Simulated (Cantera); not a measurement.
Input: 1 mol CCl4, 0.78 mol CH4, 0.076 mol H2, equilibrated at 2450 °C and 13300 Pa.

Method: chemical equilibrium by Gibbs-energy minimisation in Cantera with the NASA 1993 tables (ideal gas, pure condensed phases). Candidate condensed phases: C, C6H6, C7H8, C8H18; 91 gas species. The numbers say what is thermodynamically allowed, not how fast it happens.

**Question.** What is the equilibrium state?

**Answer.** 
```json
{
 "x(HCl)": "0.598",
 "x(Cl)": "0.309",
 "x(H2)": "0.0518",
 "x(H)": "0.0386",
 "x(C2H2 (acetylene))": "0.00133",
 "x(Cl2)": "0.000397",
 "x(C2HCl)": "0.000244",
 "x(C2H)": "0.000109",
 "x(C3)": "8.93e-5",
 "n(C(graphite))": "1.76 mol",
 "gas_amount": "4.403 mol"
}
```
